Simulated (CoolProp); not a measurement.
Vapour-liquid equilibrium of propylene (1) + R22 (2) at 285 K; x and y are mole fractions of (1).

Values from CoolProp's multi-fluid Helmholtz-energy mixture model, Lemmon 2013 and Kamei 1995; pair parameters Bell 2016.

Problem. Give the bubble pressure and the first vapour's composition at x = 0.35, 0.725, 0.95. Is there an azeotrope?

Solution. x = 0.35: 0.8126 MPa, y = 0.393; x = 0.725: 0.8417 MPa, y = 0.723; x = 0.95: 0.8266 MPa, y = 0.944. y crosses x between x = 0.65 and 0.725: the model has an azeotrope there.

Pair parameters are fitted to limited data, so mixtures are less certain than the pure fluids.
